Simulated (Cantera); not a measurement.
An isothermal, constant-pressure homogeneous reactor starts with CH4 : H2O = 1 : 4.2 (molar parts), at 1325 K and 0.360 bar. Integrator tolerance rtol = 1e-08.

Cantera simulation using GRI-Mech 3.0 (53 species, 325 reactions); the numbers are that mechanism's predictions, not measurements.

**Question.** What does this change do: pressure from 0.360 bar to 18.0 bar?

**Answer.** 
```
quantity                                            before                                    after
-----------------  ---------------------------------------  ---------------------------------------
x(CH4) at 7.00 s     0.165 (gas-phase equilibrium 1.41e-7)   0.146 (gas-phase equilibrium 0.000350)
x(H2O) at 7.00 s       0.789 (gas-phase equilibrium 0.400)      0.763 (gas-phase equilibrium 0.401)
x(H2) at 7.00 s       0.0337 (gas-phase equilibrium 0.461)     0.0671 (gas-phase equilibrium 0.460)
x(CH2) at 7.00 s   1.61e-10 (gas-phase equilibrium <1e-12)  1.04e-11 (gas-phase equilibrium <1e-12)
x(CH2O) at 7.00 s  1.19e-6 (gas-phase equilibrium 7.30e-9)  1.08e-6 (gas-phase equilibrium 3.63e-7)
```
The pressure lies above the range GRI-Mech 3.0 was tuned for (to about 10 atm).
